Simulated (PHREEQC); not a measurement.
Leach liquor: an equilibrium model

Consider water at 25 °C with 0.0086 mol/kgw HCl, 0.0016 mol/kgw Li2SO4 and 0.085 mol/kgw MnSO4. Closed to the air; pH follows from the charge balance.

Model: ion-association model, wateq4f.dat, run in PHREEQC.

```json
{
 "pH": "2.55",
 "ionic_strength": "0.198 mol/kgw",
 "total_alkalinity": "-8.60 meq/kg"
}
```

| species | molality | activity | log γ |
|---|---|---|---|
| Mn+2 | 0.0485 | 0.0159 | -0.484 |
| SO4-2 | 0.0454 | 0.0133 | -0.532 |
| MnSO4 | 0.0360 | 0.0377 | 0.020 |
| Cl- | 0.00809 | 0.00577 | -0.147 |
| HSO4- | 0.00504 | 0.00368 | -0.137 |
| H+ | 0.00356 | 0.00284 | -0.098 |
| Li+ | 0.00302 | 0.00229 | -0.121 |
| MnCl+ | 0.000506 | 0.000374 | -0.131 |
| LiSO4- | 0.000180 | 0.000133 | -0.131 |
| MnCl2 | 9.00e-7 | 9.42e-7 | 0.020 |
| MnCl3- | 2.02e-9 | 1.49e-9 | -0.131 |

No solid was allowed to form. Complexes and solids missing from the database can't appear.
